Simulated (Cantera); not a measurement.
An adiabatic, constant-volume homogeneous reactor starts with CH4 : CO : O2 : N2 = 1 : 0.023 : 2.09 : 7.87 (molar parts), equivalence ratio 0.96, at 1348 K and 2.37 atm.

Cantera simulation using GRI-Mech 3.0 (53 species, 325 reactions); the numbers are that mechanism's predictions, not measurements.

Problem. Predict: time of steepest temperature rise; temperature at 4.00 s; equilibrium temperature; x(CO) at 4.00 s; x(O2) at 4.00 s; x(CO2) at 4.00 s; x(O) at 4.00 s.

Solution. time of steepest temperature rise: 2.99 ms
temperature at 4.00 s: 2920 K
equilibrium temperature: 2920 K
x(CO) at 4.00 s: 0.0380 (gas-phase equilibrium 0.0380)
x(O2) at 4.00 s: 0.0209 (gas-phase equilibrium 0.0209)
x(CO2) at 4.00 s: 0.0517 (gas-phase equilibrium 0.0517)
x(O) at 4.00 s: 0.00534 (gas-phase equilibrium 0.00534)
